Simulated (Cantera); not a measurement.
## Silicon carbide growth: SiCl4 + CH4 + H2 + C2H2

Charge: 1 mol SiCl4, 0.24 mol CH4, 6.2 mol H2, 0.098 mol C2H2, at 16000 Pa.

Cantera equilibrium calculation (NASA polynomials, part measured and part estimated; ideal gas, pure solids and liquids). Candidate condensed phases: C, C6H6, C7H8, C8H18, Si, SiC; 109 gas species. The tables' values for SiCl3, SiCl are old estimates; treat these amounts as uncertain. Rates play no part.

From 1173 K to 1973 K the condensed part is SiC(s). The main Si-bearing gas is SiCl4 at 1173 K and SiCl2 at 1973 K.

```csv
T (K),x H2,x HCl,x SiCl4,x SiCl2,x SiCl3,x SiHCl3,x H,x Cl,n SiC(s)
1173,0.713,0.217,0.0626,0.000423,0.00164,0.00480,2.49e-7,6.61e-8,0.429
1273,0.702,0.229,0.0531,0.00340,0.00525,0.00650,1.49e-6,4.15e-7,0.435
1373,0.679,0.253,0.0365,0.0140,0.0105,0.00619,6.86e-6,2.12e-6,0.436
1473,0.651,0.283,0.0184,0.0308,0.0129,0.00396,2.55e-5,8.99e-6,0.436
1573,0.630,0.305,0.00709,0.0451,0.0110,0.00194,8.07e-5,3.10e-5,0.436
1673,0.619,0.316,0.00244,0.0534,0.00791,0.000860,0.000224,8.92e-5,0.436
1773,0.614,0.321,0.000853,0.0578,0.00539,0.000383,0.000557,0.000224,0.436
1873,0.611,0.323,0.000319,0.0601,0.00368,0.000180,0.00126,0.000504,0.436
1973,0.609,0.323,0.000129,0.0613,0.00257,8.99e-5,0.00263,0.00104,0.435
```
x: gas mole fraction; n: condensed amount in mol.
